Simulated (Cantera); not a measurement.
# Thermodynamics of silicon oxide and oxynitride deposition, feed SiCl₄ + NO + N₂

Feed: 1 mol SiCl₄, 0.1 mol NO, 8.1 mol N₂, held at 68.0 Pa.

Equilibrium computed with Cantera from the NASA thermochemical tables; the gas is ideal and each condensed phase is pure. Candidate condensed phases: Si, SiO₂, Si₂N₂O, Si₃N₄; 23 gas species. The tables' values for SiCl₃ are old estimates; treat these amounts as uncertain. The tables hold silica as quartz up to 1696 K and as liquid above; real silica turns to tridymite and cristobalite and melts near 1996 K. Kinetics and transport are ignored.

```
T (°C)   x N₂  x SiCl₄    x Cl     x Cl₂   x SiCl₃  n SiO₂(β-quartz)
------  -----  -------  ------  --------  --------  ----------------
925     0.880    0.103  0.0122   0.00471   7.95e-6            0.0500
950     0.880    0.103  0.0141   0.00376   1.54e-5            0.0500
975     0.879    0.102  0.0158   0.00290   2.97e-5            0.0500
1000    0.878    0.102  0.0173   0.00216   5.71e-5            0.0500
1025    0.878    0.102  0.0185   0.00157  0.000109            0.0500
1050    0.877    0.102  0.0195   0.00112  0.000205            0.0500
1075    0.877    0.102  0.0203  0.000798  0.000381            0.0500
1100    0.876    0.101  0.0211  0.000572  0.000691            0.0500
1125    0.876    0.101  0.0220  0.000420   0.00122            0.0500
1150    0.874   0.0997  0.0232  0.000321   0.00206            0.0499
```
x: gas mole fraction; n: condensed amount in mol.

From 925 °C to 1150 °C the condensed part is SiO₂(β-quartz). The main Si-bearing gas is SiCl₄ throughout.
